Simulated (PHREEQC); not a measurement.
1.5 g of hydrous ferric oxide (600 m²/g; 0.2 weak and 0.005 strong sites per Fe, Dzombak-Morel constants, diffuse double layer) in 1 kg of water with 0.01 mol/kgw of an inert sodium salt and 0.073 mmol/kgw Na2SeO4, at 25 °C; the pH is set by adding NaOH or the inert anion's acid. Oxygen alone is held at its pressure in air (log pO2 = -0.68). No CO2 enters from the air. No solid was allowed to form.

The series has 17 steps of pH, from 3 to 11.

Computed with PHREEQC (ion-association model, wateq4f.dat).

### Question
Near which pH is half of the Se sorbed, and on which side is more sorbed?

### Answer
Near pH 7.0, with more sorbed at lower pH.

The oxide is taken as insoluble; below pH 4 it would dissolve.
